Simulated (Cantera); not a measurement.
Input: 1 mol SiC, 0.12 mol N2O, 4.2 mol H2, 0.64 mol CO2, held at 1998 K.

Method: chemical equilibrium by Gibbs-energy minimisation in Cantera with the NASA 1993 tables (ideal gas, pure condensed phases). Candidate condensed phases: C, C6H6, C7H8, C8H18, H2O, Si, SiC, SiO2, Si2N2O, Si3N4; 151 gas species. Mutual solubility and eutectic melting of coexisting phases are not modelled. The tables hold silica as quartz up to 1696 K and as liquid above; real silica turns to tridymite and cristobalite and melts near 1996 K. Gases not in the tables: Si2H6 and higher silanes. Kinetics and transport are ignored.

Which condensed phases are stable at each of these points (P (Pa)): 0.100, 1.50, 22, 320, 4600, 68000, 1000000?


```
P (Pa)               condensed phases  Si condensed (%)
-------  ----------------------------  ----------------
0.100                     C(graphite)               0.0
1.50                      C(graphite)               0.0
22                             SiC(s)              45.3
320                            SiC(s)              60.4
4600                           SiC(s)              61.8
68000                          SiC(s)              61.9
1000000  SiC(s) + SiO2(l) + Si2N2O(s)              93.7
```

From 0.100 Pa to 1.50 Pa the condensed part is C(graphite). From 22.0 Pa to 0.680 bar the condensed part is SiC(s). At 10.0 bar the condensed part is SiC(s) + SiO2(l) + Si2N2O(s).
